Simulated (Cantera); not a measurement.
A freely propagating, adiabatic, planar premixed flame of H₂ : O₂ : N₂ : H₂O = 1 : 0.294 : 0.882 : 0.073 (molar parts), unburnt at 450 K and 5.00 bar; mixture-averaged transport, grid criteria slope 0.08 and curve 0.16, no radiation.

Cantera simulation using the H2/O2 subset of GRI-Mech 3.0, which has no nitrogen chemistry; the numbers are that mechanism's predictions, not measurements. The hydrogen kinetics of GRI-Mech 3.0 are dated; newer H2 mechanisms differ, most at raised pressure. Burning velocities carry a grid error of a few per cent, more on coarse grids.

Question: Predict: laminar burning velocity; thermal thickness; peak x(OH); peak x(H₂O₂); peak x(HO₂).

Answer: laminar burning velocity: 643 cm/s
thermal thickness: 0.0463 mm
peak x(OH): 0.00842
peak x(H₂O₂): 0.000111
peak x(HO₂): 0.00132
